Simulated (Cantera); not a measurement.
An isothermal, constant-pressure homogeneous reactor starts with CH₄ : H₂ : N₂ = 1 : 3.3 : 0.18 (molar parts), at 1700 K and 780 Pa.

Model: GRI-Mech 3.0 (53 species, 325 reactions), integrated in Cantera. GRI-Mech 3.0 stops at C3 and has no aromatics, soot or wall deposition, so with more carbon than oxygen in the feed, carbon stays in small species such as C2H2 where larger ones or solid carbon would form. Radical loss at walls, strong at low pressure, is not modelled.

x: mole fraction; the columns are a selection and need not sum to one.

| t (s) | x CH₄ | x H₂ | x CH₂ | x C₂H | x C₂H₆ | x CH₃ | x C₂H₄ |
|---|---|---|---|---|---|---|---|
| 1.00e-5 | 0.223 | 0.737 | <1e-12 | <1e-12 | <1e-12 | [?] | <1e-12 |
| 2.86e-5 | 0.223 | 0.737 | <1e-12 | <1e-12 | <1e-12 | [?] | <1e-12 |
| 8.18e-5 | 0.223 | 0.737 | 2.89e-12 | <1e-12 | 4.09e-12 | [?] | 7.54e-12 |
| 0.000234 | 0.223 | 0.737 | 3.80e-11 | <1e-12 | 1.32e-10 | [?] | 3.56e-10 |
| 0.000669 | 0.223 | 0.737 | 4.01e-10 | <1e-12 | 3.38e-9 | [?] | 1.14e-8 |
| 0.00191 | 0.223 | 0.737 | 3.58e-9 | <1e-12 | 6.85e-8 | [?] | 2.98e-7 |
| 0.00548 | 0.223 | 0.737 | 2.92e-8 | <1e-12 | 1.00e-6 | [?] | 7.11e-6 |
| 0.0157 | 0.222 | 0.737 | 2.20e-7 | 2.69e-11 | 9.72e-6 | [?] | 0.000154 |
| 0.0448 | 0.211 | 0.742 | 1.27e-6 | 6.78e-9 | 5.48e-5 | 0.00281 | 0.00194 |
| 0.128 | 0.156 | 0.776 | 1.77e-6 | 1.25e-7 | 5.17e-5 | 0.00294 | 0.00232 |
| 0.367 | 0.0836 | 0.822 | 1.30e-6 | 3.20e-7 | 1.70e-5 | [?] | 0.000725 |
| 1.05 | 0.0315 | 0.855 | 8.15e-7 | 5.35e-7 | 3.07e-6 | [?] | 0.000144 |
| 3.00 | 0.00872 | 0.869 | 4.01e-7 | 7.55e-7 | 3.12e-7 | [?] | 4.05e-5 |

### Question
Fill in the missing entries.

### Answer

- 1.00e-5, x CH₃: 4.71e-7
- 2.86e-5, x CH₃: 1.58e-6
- 8.18e-5, x CH₃: 5.13e-6
- 0.000234, x CH₃: 1.55e-5
- 0.000669, x CH₃: 4.51e-5
- 0.00191, x CH₃: 0.000130
- 0.00548, x CH₃: 0.000371
- 0.0157, x CH₃: 0.00107
- 0.367, x CH₃: 0.00174
- 1.05, x CH₃: 0.000786
- 3.00, x CH₃: 0.000273
